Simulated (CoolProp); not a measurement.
Hydrogen chloride along the isobar 9.98 MPa: density (kg/m³) from the reference equation and from simpler models built on Tc = 51.5 °C, pc = 8.314 MPa, ω = 0.130; each cubic takes its own stable root.

Values from CoolProp's reference Helmholtz-energy equation of state, Thol 2018.

```tsv
T (°C)	phase	reference	Redlich-Kwong	Peng-Robinson
-66.95	liquid	1154	1006	1146
-41.55	liquid	1089	940.4	1077
-16.15	liquid	1015	863.9	992.8
9.25	liquid	927.2	771.4	886.5
34.65	liquid	808.9	648.8	738.4
60.05	supercritical	486.5	404.2	414.8
85.45	supercritical	199.9	197.7	201.1
110.85	supercritical	158.5	157.8	159.6
136.15	supercritical	136.3	136.0	136.9
161.55	supercritical	121.4	121.2	121.6
186.95	supercritical	110.3	110.1	110.2
212.35	supercritical	101.6	101.4	101.2
```
